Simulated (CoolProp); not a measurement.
Model: reference Helmholtz-energy equation of state, Gao 2020, in CoolProp.

**Question.** For ammonia, give the phase and the Joule-Thomson coefficient (K/MPa), viscosity (µPa s) at 449.35 °C and 21.5 MPa; 235.55 °C and 0.585 MPa; -62.75 °C and 0.705 MPa.

**Answer.** 
- 449.35 °C and 21.5 MPa: supercritical; Joule-Thomson coefficient 1.68, viscosity 28.0
- 235.55 °C and 0.585 MPa: gas; Joule-Thomson coefficient 5.34, viscosity 18.2
- -62.75 °C and 0.705 MPa: liquid; Joule-Thomson coefficient -0.212, viscosity 413

Viscosity comes from a separate model (Fenghour 1995).
